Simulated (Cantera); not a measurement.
# Equilibrium for hydrogen reduction and annealing atmospheres: FeS + H2 + H2O

Charge: 1 mol FeS, 730 mol H2, 0.086 mol H2O, equilibrated at 2248 K.

Cantera equilibrium calculation (NASA polynomials, part measured and part estimated; ideal gas, pure solids and liquids). Candidate condensed phases: Fe, FeO, Fe(OH)2, Fe(OH)3, FeS, FeSO4, FeS2, Fe2O3, Fe2(SO4)3, Fe3O4, H2O, H2SO4, S; 22 gas species. Equilibrium is a limit: real reactors are often held back by kinetics, nucleation or transport.

From 0.000100 bar to 2.80 bar nothing is condensed. At 10.0 bar the condensed part is Fe(l). The main Fe-bearing gas is Fe throughout.

```
P (Pa)    x H2      x H      x Fe     x H2S       x S      x SH     x H2O     x S2  n Fe(l)
-------  -----  -------  --------  --------  --------  --------  --------  -------  -------
10       0.486    0.512   0.00102   1.11e-6  0.000956   5.75e-5   6.82e-5  5.01e-7        0
36       0.679    0.319   0.00115   5.87e-6   0.00100  0.000135   8.97e-5  1.98e-6        0
130      0.814    0.184   0.00124   2.38e-5  0.000940  0.000264  0.000102  6.29e-6        0
460      0.895    0.102   0.00130   7.57e-5  0.000766  0.000424  0.000109  1.48e-5        0
1700     0.943   0.0547   0.00133  0.000198  0.000516  0.000564  0.000113  2.49e-5        0
6000     0.968   0.0295   0.00135  0.000402  0.000289  0.000601  0.000115  2.74e-5        0
22000    0.982   0.0155   0.00136  0.000669  0.000129  0.000518  0.000116  2.01e-5        0
77000    0.989  0.00833   0.00136  0.000914   5.00e-5  0.000377  0.000117  1.06e-5        0
280000   0.993  0.00437   0.00136   0.00110   1.65e-5  0.000238  0.000117  4.19e-6        0
1000000  0.996  0.00232  0.000427   0.00122   5.11e-6  0.000139  0.000118  1.43e-6    0.688
```
x: gas mole fraction; n: condensed amount in mol.
